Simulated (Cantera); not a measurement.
A jet of 3.29 % CH4, 7.04 % O2, 89.7 % N2 at 300 K and 0.330 bar hits a platinum plate 9.9 cm away at a mass flux of 0.048 kg/m²/s; the plate temperature is set and raised in steps from an oxygen-covered start.

Cantera simulation using Deutschmann's 1995 Pt surface mechanism with GRI-Mech 3.0 gas chemistry; the numbers are that mechanism's predictions, not measurements. Catalytic surfaces can have several steady states; this one follows from the mechanism file's or the stated starting coverage.

x: mole fraction at the wall; θ: surface coverage.

```json
[
 {"plate T (K)": "900", "wall x CH4": "0.00543", "wall x O2": "0.0121", "wall x H2O": "0.0511", "wall x OH": "?", "wall x CO": "2.40e-6", "wall x CO2": "0.0338", "θ free Pt": "0.253", "θ O*": "0.744", "θ OH*": "0.00373"},
 {"plate T (K)": "950", "wall x CH4": "0.00265", "wall x O2": "0.00631", "wall x H2O": "0.0561", "wall x OH": "?", "wall x CO": "1.78e-6", "wall x CO2": "0.0372", "θ free Pt": "0.365", "θ O*": "0.632", "θ OH*": "0.00354"},
 {"plate T (K)": "1000", "wall x CH4": "0.00159", "wall x O2": "0.00410", "wall x H2O": "0.0580", "wall x OH": "?", "wall x CO": "1.57e-6", "wall x CO2": "0.0384", "θ free Pt": "0.468", "θ O*": "0.529", "θ OH*": "0.00310"},
 {"plate T (K)": "1050", "wall x CH4": "0.00110", "wall x O2": "0.00310", "wall x H2O": "0.0587", "wall x OH": "?", "wall x CO": "1.56e-6", "wall x CO2": "0.0390", "θ free Pt": "0.560", "θ O*": "0.438", "θ OH*": "0.00263"},
 {"plate T (K)": "1100", "wall x CH4": "0.000841", "wall x O2": "0.00258", "wall x H2O": "0.0591", "wall x OH": "?", "wall x CO": "1.68e-6", "wall x CO2": "0.0392", "θ free Pt": "0.640", "θ O*": "0.358", "θ OH*": "0.00219"},
 {"plate T (K)": "1150", "wall x CH4": "0.000686", "wall x O2": "0.00232", "wall x H2O": "0.0593", "wall x OH": "?", "wall x CO": "1.93e-6", "wall x CO2": "0.0394", "θ free Pt": "0.708", "θ O*": "0.290", "θ OH*": "0.00180"},
 {"plate T (K)": "1200", "wall x CH4": "0.000590", "wall x O2": "0.00221", "wall x H2O": "0.0593", "wall x OH": "?", "wall x CO": "2.30e-6", "wall x CO2": "0.0394", "θ free Pt": "0.765", "θ O*": "0.234", "θ OH*": "0.00148"},
 {"plate T (K)": "1250", "wall x CH4": "0.000528", "wall x O2": "0.00222", "wall x H2O": "0.0593", "wall x OH": "?", "wall x CO": "2.84e-6", "wall x CO2": "0.0393", "θ free Pt": "0.811", "θ O*": "0.188", "θ OH*": "0.00121"}
]
```

Problem. Some entries are withheld; supply them.

Solution. 
- 900, wall x OH: 2.20e-8
- 950, wall x OH: 5.67e-8
- 1000, wall x OH: 1.35e-7
- 1050, wall x OH: 2.97e-7
- 1100, wall x OH: 6.06e-7
- 1150, wall x OH: 1.15e-6
- 1200, wall x OH: 2.07e-6
- 1250, wall x OH: 3.54e-6
